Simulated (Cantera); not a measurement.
A freely propagating, adiabatic, planar premixed flame of H2 : O2 : N2 = 1 : 0.227 : 0.909 (molar parts), equivalence ratio 2.2, unburnt at 625 K and 500000 Pa; multicomponent transport, grid criteria slope 0.08 and curve 0.16, no radiation.

Model: the H2/O2 subset of GRI-Mech 3.0, which has no nitrogen chemistry, integrated in Cantera. The hydrogen kinetics of GRI-Mech 3.0 are dated; newer H2 mechanisms differ, most at raised pressure. Burning velocities carry a grid error of a few per cent, more on coarse grids.

x: mole fraction of selected species; z is measured from the peak of heat release.

| z (mm) | T (K) | u (m/s) | x H2 | x O2 | x HO2 | x H2O2 | x H2O | x OH |
|---|---|---|---|---|---|---|---|---|
| -0.180 | 625 | 8.99 | 0.468 | 0.106 | <1e-8 | <1e-8 | <1e-8 | <1e-8 |
| -0.120 | 625 | 8.99 | 0.468 | 0.106 | <1e-8 | <1e-8 | <1e-8 | <1e-8 |
| -0.0900 | 625 | 8.99 | 0.468 | 0.106 | 4.40e-8 | <1e-8 | 8.93e-8 | <1e-8 |
| -0.0600 | 626 | 9.00 | 0.468 | 0.106 | 3.68e-6 | 2.87e-8 | 5.26e-6 | <1e-8 |
| -0.0300 | ___ | 9.76 | 0.460 | 0.106 | ___ | ___ | ___ | ___ |
| -0.0150 | 964 | 13.4 | 0.427 | 0.0963 | 0.000516 | 3.53e-5 | 0.0292 | 0.000774 |
| 0 | 1350 | 18.3 | 0.357 | 0.0657 | 0.000245 | 9.78e-6 | 0.0967 | 0.00180 |
| 0.0150 | 1620 | 21.6 | 0.291 | 0.0278 | 9.72e-5 | 2.33e-6 | 0.172 | 0.00304 |
| 0.0300 | 1757 | 23.3 | 0.262 | ___ | ___ | ___ | 0.209 | 0.00340 |
| 0.0600 | 1874 | 24.7 | 0.256 | 0.00108 | 3.55e-6 | 5.54e-7 | 0.226 | 0.00342 |
| 0.120 | 1974 | 25.9 | 0.262 | 0.000155 | 6.26e-7 | 2.85e-7 | 0.230 | 0.00305 |
| 0.240 | 2061 | 26.8 | 0.270 | 6.23e-5 | 2.91e-7 | 1.44e-7 | 0.232 | 0.00239 |
| 0.480 | 2127 | 27.5 | 0.275 | 2.58e-5 | 1.29e-7 | 6.68e-8 | 0.235 | 0.00165 |

**Question.** Complete the blanks.

**Answer.** 
- -0.0300, T (K): 686
- -0.0300, x HO2: 0.000634
- -0.0300, x H2O2: 1.52e-5
- -0.0300, x H2O: 0.00269
- -0.0300, x OH: 0.000108
- 0.0300, x O2: 0.00895
- 0.0300, x HO2: 3.03e-5
- 0.0300, x H2O2: 1.19e-6
